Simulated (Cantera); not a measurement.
Feed: 1 mol Al, a varied amount of HCl, 2.9 mol N2, held at 0.00825 Torr.

Method: chemical equilibrium by Gibbs-energy minimisation in Cantera with the NASA 1993 tables (ideal gas, pure condensed phases). Candidate condensed phases: Al, AlCl3, AlN, NH4Cl; 20 gas species. The tables' values for AlCl2 are old estimates. Equilibrium is a limit: real reactors are often held back by kinetics, nucleation or transport.

Question: What condenses at these points (T in °C, n(HCl) in mol): (1075, 11); (925, 11); (550, 17); (775, 11); (775, 1.6)?

Answer: 
| T (°C) | n(HCl) in mol | condensed phases | Al condensed (%) |
|---|---|---|---|
| 1075 | 11 | gas only | 0.0 |
| 925 | 11 | gas only | 0.0 |
| 550 | 17 | gas only | 0.0 |
| 775 | 11 | gas only | 0.0 |
| 775 | 1.6 | AlN | 57.1 |
